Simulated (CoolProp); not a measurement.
R1224YDZ along the isotherm 198.45 °C: fugacity coefficient from the reference equation and from simpler models built on Tc = 155.5 °C, pc = 33.34 bar, ω = 0.325; each cubic takes its own stable root.

Model: reference Helmholtz-energy equation of state, Akasaka 2023, in CoolProp.

```
p (bar)          phase  reference
-------  -------------  ---------
3.13               gas     0.9769
6.25               gas     0.9541
9.38               gas     0.9315
12.5               gas     0.9093
15.6               gas     0.8874
18.8               gas     0.8651
21.9               gas     0.8437
25                 gas     0.8226
28.1               gas     0.8017
31.3               gas     0.7804
34.4     supercritical     0.7599
37.5     supercritical     0.7398
40.6     supercritical     0.7198
43.8     supercritical     0.6994
46.9     supercritical     0.6799
50       supercritical     0.6605
```

How far does each simpler model (van der Waals, Redlich-Kwong) lie from the reference over these 16 states: mean and median of the absolute difference, and the worst?


- van der Waals: mean 0.6 %, median 0.4 %, worst -2.2 % at 198.45 °C and 50 bar
- Redlich-Kwong: mean 1.2 %, median 1.0 %, worst -2.9 % at 198.45 °C and 50 bar
